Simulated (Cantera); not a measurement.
A freely propagating, adiabatic, planar premixed flame of H2 : O2 : N2 = 1 : 0.417 : 1.62 (molar parts), equivalence ratio 1.2, unburnt at 373 K and 0.470 bar; mixture-averaged transport, grid criteria slope 0.08 and curve 0.16, no radiation.

Computed with Cantera and the H2/O2 subset of GRI-Mech 3.0, which has no nitrogen chemistry. Burning velocities carry a grid error of a few per cent, more on coarse grids.

x: mole fraction of selected species; z is measured from the peak of heat release.

```tsv
z (mm)	T (K)	u (m/s)	x H2	x O2	x H2O2	x H	x O	x HO2
-3.11	373	3.50	0.329	0.137	<1e-8	<1e-8	<1e-8	<1e-8
-2.08	373	3.50	0.329	0.137	<1e-8	<1e-8	<1e-8	<1e-8
-1.56	373	3.50	0.329	0.137	<1e-8	<1e-8	<1e-8	<1e-8
-1.04	373	3.50	0.329	0.137	<1e-8	<1e-8	<1e-8	1.08e-8
-0.519	378	3.54	0.327	0.138	1.62e-6	2.70e-6	?	4.04e-5
-0.259	606	5.53	0.296	0.134	5.70e-5	0.00390	?	0.000180
0	1091	9.60	0.191	0.0982	3.01e-6	0.0383	?	5.30e-5
0.259	1414	12.3	0.0908	0.0366	1.94e-6	0.0703	0.00903	1.75e-5
0.519	1559	13.5	0.0682	0.0186	1.35e-6	0.0708	0.00915	8.07e-6
1.04	1704	14.6	0.0677	0.0138	7.61e-7	0.0590	?	5.20e-6
2.08	1854	15.7	0.0691	0.0109	3.91e-7	0.0454	?	3.55e-6
4.15	2002	16.8	0.0689	0.00788	2.06e-7	0.0327	?	2.29e-6
8.30	2134	17.7	0.0672	0.00512	1.20e-7	0.0223	?	1.41e-6
```

### Question
What belongs in the gaps?

### Answer

- -0.519, x O: 5.58e-7
- -0.259, x O: 0.000132
- 0, x O: 0.00383
- 1.04, x O: 0.00813
- 2.08, x O: 0.00647
- 4.15, x O: 0.00454
- 8.30, x O: 0.00280
